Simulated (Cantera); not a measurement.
## Equilibrium for fluorocarbon and chlorocarbon gases: CHF3 + F2 + H2

Input: 1 mol CHF3, 0.21 mol F2, 0.085 mol H2, equilibrated at 1425 K and 32.0 mbar.

Method: chemical equilibrium by Gibbs-energy minimisation in Cantera with the NASA 1993 tables (ideal gas, pure condensed phases). Candidate condensed phases: C, C6H6, C7H8, C8H18; 95 gas species. Gases not in the tables: C2F6 and larger saturated fluorocarbons. The numbers say what is thermodynamically allowed, not how fast it happens.

| Quantity | Value |
|---|---|
| x(HF) | 0.675 |
| x(CF4) | 0.325 |
| x(CF2) | 4.18e-5 |
| x(CF3) | 1.22e-5 |
| x(F) | 5.17e-6 |
| x(CHF3) | 2.53e-6 |
| n(C(graphite)) | 0.437 mol |
| gas amount | 1.733 mol |
